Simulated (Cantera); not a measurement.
Mixture: CH₄ : O₂ : N₂ : CO₂ = 1 : 1.33 : 5.01 : 0.35 (molar parts), equivalence ratio 1.5, at 10.0 bar, adiabatic and at constant pressure. Ignition delay is the time to a rise of 400 K.

Model: GRI-Mech 3.0 (53 species, 325 reactions), integrated in Cantera.

Question: Predict: delay at 1300 K; delay at 1400 K; delay at 1500 K; delay at 1600 K; delay at 1700 K; apparent activation energy between 1600 and 1700 K.

Answer: 
| Item | Result |
|---|---|
| delay at 1300 K | 1.94 ms |
| delay at 1400 K | 0.665 ms |
| delay at 1500 K | 0.244 ms |
| delay at 1600 K | 96.0 µs |
| delay at 1700 K | 40.6 µs |
| apparent activation energy between 1600 and 1700 K | 190 kJ/mol |
